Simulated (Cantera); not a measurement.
A Cantera script and what it prints.

```python
import numpy as np
import cantera as ct

gas_names = [...]  # 123 gases of nasa_gas.yaml made of C, H, O, Si
cond_names = """
    C(gr) C6H6(L) C7H8(L) C8H18(L),n-octa H2O(s) H2O(L) Si(cr) Si(L) SiC(b) SiO2(Lqz) SiO2(hqz) SiO2(L)
""".split()


# ... load() reads the species with a 1 bar reference pressure and builds the phases ...
atoms = {
    'Si': {'Si': 1},
    'H2O': {'H': 2, 'O': 1},
    'H2': {'H': 2},
    'CO2': {'C': 1, 'O': 2},
}
top_T = {'C(gr)': 4500, 'SiC(b)': 3050}  # K; cautious upper limits of use, not melting points


# ... equilibrate(T, P, feed) seeds the gas with the atoms and calls Mixture.equilibrate('TP', solver="vcs", rtol=1e-11, max_steps=5000) ...
results = []
feed = {'Si': 1, 'H2O': 0.036, 'H2': 13, 'CO2': 0.044}  # mol
T = 1223.15  # K
P = 10000  # Pa
mix = equilibrate(T, P, feed)
results.append((T, P, feed, dict(zip(mix.species_names, mix.species_moles))))
print(gas.report(threshold=1e-06))
for i in range(1, mix.n_phases):
    print(f"{mix.phase(i).name:16s} {mix.phase_moles(i):12.5e} mol")
```

Output:

```
       temperature   1223.2 K
          pressure   10000 Pa
           density   0.0019828 kg/m^3
  mean mol. weight   2.0165 kg/kmol
   phase of matter   gas

                          1 kg             1 kmol
                     ---------------   ---------------
          enthalpy        1.3654e+07        2.7533e+07  J
   internal energy        8.6106e+06        1.7363e+07  J
           entropy             94998        1.9156e+05  J/K
    Gibbs function       -1.0254e+08       -2.0677e+08  J
 heat capacity c_p             15469             31192  J/K
 heat capacity c_v             11345             22878  J/K

                      mass frac. Y      mole frac. X     chem. pot. / RT
                     ---------------   ---------------   ---------------
               CH4        2.0498e-05        2.5765e-06           -48.742
                H2           0.99975           0.99999           -20.332
               SiO        0.00022542        1.0311e-05           -51.659
     [ +120 minor]         3.746e-06        1.2078e-06

C(gr)             0.00000e+00 mol
Si(cr)            8.93967e-01 mol
SiC(b)            4.39653e-02 mol
SiO2(hqz)         6.19317e-02 mol
```

Cantera equilibrium calculation (NASA polynomials, part measured and part estimated; ideal gas, pure solids and liquids). Mutual solubility and eutectic melting of coexisting phases are not modelled. The tables hold silica as quartz up to 1696 K and as liquid above; real silica turns to tridymite and cristobalite and melts near 1996 K.
